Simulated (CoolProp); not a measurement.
Properties of n-nonane along the isotherm 600 K (Tc = 594.5 K, pc = 2282 kPa, ω = 0.443).

Model: reference Helmholtz-energy equation of state, Lemmon 2006, in CoolProp. It is a short technical equation, of lower accuracy than the large ones.

```csv
p (kPa),phase,cv (kJ/(kg K)),viscosity (µPa s),conductivity (mW/(m K))
3.61,gas,2.791,10.7,40.9
6.42,gas,2.791,10.7,40.9
11.4,gas,2.791,10.7,40.9
20.3,gas,2.791,10.7,40.9
36.1,gas,2.792,10.7,40.9
64.2,gas,2.793,10.7,41.0
114,gas,2.795,10.7,41.1
203,gas,2.799,10.7,41.2
361,gas,2.806,10.7,41.5
642,gas,2.820,10.8,42.1
1140,gas,2.848,11.1,43.3
```

Viscosity comes from a separate model (Huber 2004). Thermal conductivity comes from a separate model (Huber 2005).
